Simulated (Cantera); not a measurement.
Charge: 1 mol B₂O₃, 4.2 mol H₂, equilibrated at 1.95 Torr.

Method: chemical equilibrium by Gibbs-energy minimisation in Cantera with the NASA 1993 tables (ideal gas, pure condensed phases). Candidate condensed phases: B, B₂O₃, B₃O₃H₃, H₂O; 23 gas species. Kinetics and transport are ignored.

Question: Which condensed phases are stable at each of these points (T (°C)): 727, 827, 927, 1027, 1127, 1227, 1327, 1427, 1527, 1627, 1727, 1827, 1927?

Answer: 
```
T (°C)  condensed phases  B condensed (%)
------  ----------------  ---------------
727              B₂O₃(l)            100.0
827              B₂O₃(l)            100.0
927              B₂O₃(l)             99.9
1027             B₂O₃(l)             99.7
1127             B₂O₃(l)             98.3
1227             B₂O₃(l)             91.3
1327             B₂O₃(l)             56.5
1427            gas only              0.0
1527            gas only              0.0
1627            gas only              0.0
1727            gas only              0.0
1827            gas only              0.0
1927            gas only              0.0
```

From 727 °C to 1327 °C the condensed part is B₂O₃(l). From 1427 °C to 1927 °C nothing is condensed.
